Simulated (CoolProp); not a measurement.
R1233zd(E) at 293.15 K and 0.506 MPa is throttled through a valve to 0.344 MPa with no heat exchange. Each further row changes one setting.

The numbers come from the reference Helmholtz-energy equation of state, Akasaka 2022 in CoolProp.

```
case                       temperature change (K)  final phase  final density (kg/m³)
-------------------------  ----------------------  -----------  ---------------------
as stated                                    +0.0       liquid                   1280
outlet pressure 0.103 MPa                       ?            ?                      ?
outlet pressure 0.447 MPa                    +0.0       liquid                   1280
```

**Question.** Fill in the missing entries.

**Answer.** 
- outlet pressure 0.103 MPa, temperature change (K): -1.4
- outlet pressure 0.103 MPa, final phase: two-phase, vapour fraction 0.009
- outlet pressure 0.103 MPa, final density (kg/m³): 416
